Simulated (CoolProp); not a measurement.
R245ca along the isobar 10000 kPa: Z from the reference equation and from simpler models built on Tc = 174.4 °C, pc = 3941 kPa, ω = 0.355; each cubic takes its own stable root.

Model: reference Helmholtz-energy equation of state, Zhou 2016, in CoolProp.

```tsv
T (°C)	phase	reference
50.25	liquid	0.3688
61.75	liquid	0.3636
73.35	liquid	0.3592
84.85	liquid	0.3557
96.35	liquid	0.3531
107.85	liquid	0.3515
119.35	liquid	0.3508
130.85	liquid	0.3512
142.35	liquid	0.3530
153.85	liquid	0.3562
165.35	liquid	0.3613
176.85	supercritical	0.3689
```

**Question.** How far does each simpler model (van der Waals, Soave-Redlich-Kwong) lie from the reference over these 12 states: mean and median of the absolute difference, and the worst?

**Answer.** 
- van der Waals: mean 50.5 %, median 51.5 %, worst +57.2 % at 50.25 °C and 10000 kPa
- Soave-Redlich-Kwong: mean 9.3 %, median 8.6 %, worst +13.5 % at 176.85 °C and 10000 kPa
